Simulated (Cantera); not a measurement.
Charge: 1 mol Cu2O, 1.3 mol CO, a varied amount of N2, held at 1975 °C and 0.350 bar.

Equilibrium computed with Cantera from the NASA thermochemical tables; the gas is ideal and each condensed phase is pure. Candidate condensed phases: C, Cu, CuO, Cu2O; 27 gas species. The numbers say what is thermodynamically allowed, not how fast it happens.

At 13 mol N2, list the 4 most abundant gas species with their mole fractions, and the condensed phases.

N2 0.820, Cu 0.0948, CO2 0.0590, CO 0.0230. Condensed: Cu(l).
